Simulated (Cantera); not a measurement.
Charge: 1 mol Si₃N₄, 4.6 mol N₂O, 270 mol N₂, equilibrated at 2000 K and 390 Torr.

Cantera equilibrium calculation (NASA polynomials, part measured and part estimated; ideal gas, pure solids and liquids). Candidate condensed phases: Si, SiO₂, Si₂N₂O, Si₃N₄; 16 gas species. The tables hold silica as quartz up to 1696 K and as liquid above; real silica turns to tridymite and cristobalite and melts near 1996 K. The numbers say what is thermodynamically allowed, not how fast it happens.

Base state: N₂ 0.995, SiO 0.00504 (mole fractions); condensed: SiO₂(l).

What changes in the equilibrium state with this change: temperature from 2000 K to 1375 K?


```
species               before    after
-------------------  -------  -------
N₂                     0.995     1.00
SiO                  0.00504  1.36e-7
SiO₂(l), mol            1.60        0
SiO₂(β-quartz), mol        0     2.07
Si₂N₂O(s), mol             0    0.467
```
Mutual solubility and eutectic melting of coexisting phases are not modelled.
